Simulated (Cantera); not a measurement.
A perfectly stirred reactor is fed with CO : H2 : CH4 : O2 : N2 = 1 : 1.4 : 0.39 : 3.88 : 14.6 (molar parts), at 3980 Torr; it is adiabatic with a 300 K inlet, and is followed from long to short residence time, starting on the burning branch (τ in s: 0.032, 0.018, 0.01, 0.0056, 0.0031, 0.0018, 0.00098, 0.00055, 0.00031, 0.00017, 9.6e-05, 5.4e-05).

Computed with Cantera and GRI-Mech 3.0 (53 species, 325 reactions).

**Question.** What does this change do: inlet temperature 300 to 725 K?

**Answer.** 
```csv
quantity,before,after
"blow-out, bracketed by the residence times tried","burning at 0.310 ms, out at 0.170 ms","burning at 54.0 µs, the shortest tried"
x(CO) at τ = 32.0 ms,0.000373,0.000270
x(H2) at τ = 32.0 ms,5.21e-5,6.53e-5
x(CH4) at τ = 32.0 ms,7.51e-6,1.81e-6
x(CH3) at τ = 32.0 ms,1.22e-6,5.11e-7
x(NO2) at τ = 32.0 ms,6.43e-8,3.40e-7
x(CO) at τ = 0.980 ms,0.00444,0.00242
x(H2) at τ = 0.980 ms,0.000590,0.000450
x(CH4) at τ = 0.980 ms,8.14e-5,2.13e-5
x(CH3) at τ = 0.980 ms,9.98e-6,5.37e-6
x(NO2) at τ = 0.980 ms,4.32e-8,1.37e-7
```
